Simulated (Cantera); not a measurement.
A closed system holds: 1 mol B2H6, a varied amount of N2, equilibrated at 975 K and 105 Torr.

Equilibrium computed with Cantera from the NASA thermochemical tables; the gas is ideal and each condensed phase is pure. Candidate condensed phases: B, BN; 15 gas species. The feed counts by its element totals alone. N2 is the only nitrogen source here; it is nearly inert below about 1500 K, so the nitride shown seldom forms there in practice. The numbers say what is thermodynamically allowed, not how fast it happens.

### Question
At 7.3 mol N2, list the 3 most abundant gas species with their mole fractions, and the condensed phases.

### Answer
N2 0.677, H2 0.323, NH3 1.46e-5. Condensed: BN(s).
